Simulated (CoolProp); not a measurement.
Vapour pressure (bar) of decamethylcyclopentasiloxane (D5): the reference equation beside estimates from Tc = 618.3 K, pc = 10.78 bar, ω = 0.631. Clausius-Clapeyron is anchored at 469.8 K with a constant enthalpy of vaporisation of 42.66 kJ/mol.

The numbers come from the reference Helmholtz-energy equation of state, Thol 2019 in CoolProp.

```json
[
 {"T (K)": "439.1", "reference": "0.3062", "Lee-Kesler": "0.3051", "Clausius-Clapeyron": "0.3336", "van der Waals": "2.324", "Peng-Robinson": "0.3125"},
 {"T (K)": "446.8", "reference": "0.3845", "Lee-Kesler": "0.3818", "Clausius-Clapeyron": "0.4080", "van der Waals": "2.536", "Peng-Robinson": "0.3897"},
 {"T (K)": "454.5", "reference": "0.4779", "Lee-Kesler": "0.4732", "Clausius-Clapeyron": "0.4956", "van der Waals": "2.760", "Peng-Robinson": "0.4816"},
 {"T (K)": "462.1", "reference": "0.5867", "Lee-Kesler": "0.5796", "Clausius-Clapeyron": "0.5968", "van der Waals": "2.993", "Peng-Robinson": "0.5886"},
 {"T (K)": "469.8", "reference": "0.7159", "Lee-Kesler": "0.7058", "Clausius-Clapeyron": "0.7159", "van der Waals": "3.241", "Peng-Robinson": "0.7156"},
 {"T (K)": "477.5", "reference": "0.8661", "Lee-Kesler": "0.8527", "Clausius-Clapeyron": "0.8537", "van der Waals": "3.502", "Peng-Robinson": "0.8634"},
 {"T (K)": "485.2", "reference": "1.040", "Lee-Kesler": "1.022", "Clausius-Clapeyron": "1.012", "van der Waals": "3.777", "Peng-Robinson": "1.034"},
 {"T (K)": "492.8", "reference": "1.236", "Lee-Kesler": "1.215", "Clausius-Clapeyron": "1.192", "van der Waals": "4.061", "Peng-Robinson": "1.228"},
 {"T (K)": "500.5", "reference": "1.463", "Lee-Kesler": "1.437", "Clausius-Clapeyron": "1.399", "van der Waals": "4.362", "Peng-Robinson": "1.452"},
 {"T (K)": "508.2", "reference": "1.720", "Lee-Kesler": "1.690", "Clausius-Clapeyron": "1.634", "van der Waals": "4.676", "Peng-Robinson": "1.708"},
 {"T (K)": "515.9", "reference": "2.011", "Lee-Kesler": "1.975", "Clausius-Clapeyron": "1.899", "van der Waals": "5.005", "Peng-Robinson": "1.997"},
 {"T (K)": "523.5", "reference": "2.333", "Lee-Kesler": "2.292", "Clausius-Clapeyron": "2.194", "van der Waals": "5.343", "Peng-Robinson": "2.318"},
 {"T (K)": "531.2", "reference": "2.698", "Lee-Kesler": "2.653", "Clausius-Clapeyron": "2.529", "van der Waals": "5.700", "Peng-Robinson": "2.684"},
 {"T (K)": "538.9", "reference": "3.104", "Lee-Kesler": "3.055", "Clausius-Clapeyron": "2.904", "van der Waals": "6.071", "Peng-Robinson": "3.092"},
 {"T (K)": "546.6", "reference": "3.556", "Lee-Kesler": "3.503", "Clausius-Clapeyron": "3.320", "van der Waals": "6.457", "Peng-Robinson": "3.548"}
]
```

Absolute difference from the reference over all 15 rows, mean and median: Lee-Kesler 1.4 and 1.6 %, Clausius-Clapeyron 4.6 and 5.0 %, van der Waals 279.4 and 228.6 %, Peng-Robinson 0.7 and 0.6 %.
